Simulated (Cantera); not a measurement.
An adiabatic, constant-pressure homogeneous reactor starts with 5.27 % CH4, 19.9 % O2, 74.9 % N2, equivalence ratio 0.53, at 1525 K and 23.0 bar.

Model: GRI-Mech 3.0 (53 species, 325 reactions), integrated in Cantera. The pressure lies above the range GRI-Mech 3.0 was tuned for (to about 10 atm).

x: mole fraction; the columns are a selection and need not sum to one.

```json
[
 {"t (s)": "3.00e-6", "T (K)": "1525", "x CH4": "0.0527", "x O2": "0.199", "x O": "(withheld)", "x CH2O": "1.96e-6", "x H2": "5.76e-7", "x NO2": "<1e-12"},
 {"t (s)": "7.80e-6", "T (K)": "1525", "x CH4": "0.0526", "x O2": "0.199", "x O": "(withheld)", "x CH2O": "2.21e-5", "x H2": "4.10e-6", "x NO2": "<1e-12"},
 {"t (s)": "2.03e-5", "T (K)": "1527", "x CH4": "0.0521", "x O2": "0.198", "x O": "(withheld)", "x CH2O": "0.000253", "x H2": "5.30e-5", "x NO2": "<1e-12"},
 {"t (s)": "5.27e-5", "T (K)": "1614", "x CH4": "0.0395", "x O2": "0.186", "x O": "(withheld)", "x CH2O": "0.00293", "x H2": "0.00267", "x NO2": "5.95e-11"},
 {"t (s)": "0.000137", "T (K)": "2558", "x CH4": "<1e-12", "x O2": "0.0916", "x O": "0.00121", "x CH2O": "8.83e-12", "x H2": "0.000548", "x NO2": "1.89e-6"},
 {"t (s)": "0.000356", "T (K)": "2554", "x CH4": "<1e-12", "x O2": "0.0907", "x O": "0.00119", "x CH2O": "8.63e-12", "x H2": "0.000543", "x NO2": "6.68e-6"},
 {"t (s)": "0.000924", "T (K)": "2547", "x CH4": "<1e-12", "x O2": "0.0888", "x O": "0.00114", "x CH2O": "8.23e-12", "x H2": "0.000531", "x NO2": "1.66e-5"},
 {"t (s)": "0.00240", "T (K)": "2537", "x CH4": "<1e-12", "x O2": "0.0862", "x O": "0.00107", "x CH2O": "7.70e-12", "x H2": "0.000514", "x NO2": "3.05e-5"},
 {"t (s)": "0.00624", "T (K)": "2531", "x CH4": "<1e-12", "x O2": "0.0847", "x O": "0.00103", "x CH2O": "7.40e-12", "x H2": "0.000505", "x NO2": "3.84e-5"},
 {"t (s)": "0.0162", "T (K)": "2530", "x CH4": "<1e-12", "x O2": "0.0846", "x O": "0.00103", "x CH2O": "7.38e-12", "x H2": "0.000504", "x NO2": "3.91e-5"},
 {"t (s)": "0.0422", "T (K)": "2530", "x CH4": "<1e-12", "x O2": "0.0846", "x O": "0.00103", "x CH2O": "7.38e-12", "x H2": "0.000504", "x NO2": "3.91e-5"},
 {"t (s)": "0.110", "T (K)": "2530", "x CH4": "<1e-12", "x O2": "0.0846", "x O": "0.00103", "x CH2O": "7.38e-12", "x H2": "0.000504", "x NO2": "3.91e-5"},
 {"t (s)": "0.285", "T (K)": "2530", "x CH4": "<1e-12", "x O2": "0.0846", "x O": "0.00103", "x CH2O": "7.38e-12", "x H2": "0.000504", "x NO2": "3.91e-5"},
 {"t (s)": "0.740", "T (K)": "2530", "x CH4": "<1e-12", "x O2": "0.0846", "x O": "0.00103", "x CH2O": "7.38e-12", "x H2": "0.000504", "x NO2": "3.91e-5"},
 {"t (s)": "1.92", "T (K)": "2530", "x CH4": "<1e-12", "x O2": "0.0846", "x O": "0.00103", "x CH2O": "7.38e-12", "x H2": "0.000504", "x NO2": "3.91e-5"},
 {"t (s)": "5.00", "T (K)": "2530", "x CH4": "<1e-12", "x O2": "0.0846", "x O": "0.00103", "x CH2O": "7.38e-12", "x H2": "0.000504", "x NO2": "3.91e-5"}
]
```

Task: Some entries are withheld; supply them.

Result: 
- 3.00e-6, x O: 2.34e-8
- 7.80e-6, x O: 9.45e-8
- 2.03e-5, x O: 3.70e-7
- 5.27e-5, x O: 8.56e-6
